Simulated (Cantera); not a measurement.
Feed: 1 mol SiH₄, 0.19 mol C₂H₄, 15 mol H₂, held at 0.110 bar.

Equilibrium computed with Cantera from the NASA thermochemical tables; the gas is ideal and each condensed phase is pure. Candidate condensed phases: C, C₆H₆, C₇H₈, C₈H₁₈, Si, SiC; 87 gas species. Mutual solubility and eutectic melting of coexisting phases are not modelled. Gases not in the tables: Si₂H₆ and higher silanes. Equilibrium is a limit: real reactors are often held back by kinetics, nucleation or transport.

x: gas mole fraction; n: condensed amount in mol.

```
T (K)   x H₂       x H      x Si     x SiH    x Si₂C    x SiH₂     x Si₂  n Si(s)  n SiC(s)  n Si(l)
-----  -----  --------  --------  --------  --------  --------  --------  -------  --------  -------
1675   1.000  0.000350   3.95e-6   2.20e-6   2.04e-8   1.12e-5   1.54e-8    0.620     0.380        0
1725   0.999  0.000560   9.23e-6   4.37e-6   6.46e-8   1.72e-5   4.40e-8        0     0.380    0.619
1775   0.999       [?]       [?]       [?]       [?]       [?]       [?]        0     0.380    0.619
1825   0.999   0.00133   4.13e-5   1.46e-5   5.01e-7   3.56e-5   2.69e-7        0     0.380    0.618
1875   0.998   0.00197   8.23e-5   2.53e-5   1.28e-6   4.96e-5   6.18e-7        0     0.380    0.617
1925   0.997   0.00288  0.000158   4.26e-5   3.12e-6   6.79e-5   1.36e-6        0     0.380    0.615
1975   0.995   0.00412  0.000294   7.00e-5   7.24e-6   9.15e-5   2.87e-6        0     0.380    0.612
2025   0.993   0.00578  0.000529  0.000112   1.61e-5  0.000121   5.82e-6        0     0.380    0.606
2075   0.991       [?]       [?]       [?]       [?]       [?]       [?]        0     0.379    0.597
2125   0.987    0.0109   0.00158  0.000268   7.09e-5  0.000204   2.17e-5        0     0.378    0.582
2175   0.982    0.0146   0.00262  0.000401  0.000141  0.000260   4.00e-5        0     0.377    0.559
2225   0.975    0.0193   0.00426  0.000588  0.000272  0.000326   7.16e-5        0     0.374    0.522
2275   0.966    0.0252   0.00677  0.000848  0.000509  0.000404  0.000125        0     0.368    0.466
2325   0.954    0.0324    0.0105   0.00120  0.000925  0.000495  0.000213        0     0.358    0.379
```

### Question
Complete the blanks.

### Answer

- 1775, x H: 0.000872
- 1775, x Si: 2.00e-5
- 1775, x SiH: 8.12e-6
- 1775, x Si₂C: 1.85e-7
- 1775, x SiH₂: 2.50e-5
- 1775, x Si₂: 1.12e-7
- 2075, x H: 0.00799
- 2075, x Si: 0.000926
- 2075, x SiH: 0.000175
- 2075, x Si₂C: 3.44e-5
- 2075, x SiH₂: 0.000159
- 2075, x Si₂: 1.14e-5
